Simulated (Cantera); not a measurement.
A closed system holds: 1 mol CO₂, 3.8 mol O₂, 4 mol N₂, equilibrated at 1650 °C and 0.280 bar.

Method: chemical equilibrium by Gibbs-energy minimisation in Cantera with the NASA 1993 tables (ideal gas, pure condensed phases). Candidate condensed phases: C; 24 gas species. Kinetics and transport are ignored.

What is the equilibrium state?


```json
{
 "x(N₂)": "0.451",
 "x(O₂)": "0.428",
 "x(CO₂)": "0.113",
 "x(NO)": "0.00664",
 "x(O)": "0.000448",
 "x(CO)": "0.000222",
 "x(NO₂)": "9.95e-6",
 "gas_amount": "8.803 mol",
 "log10 activity of C(graphite) (absent)": "-11.34"
}
```
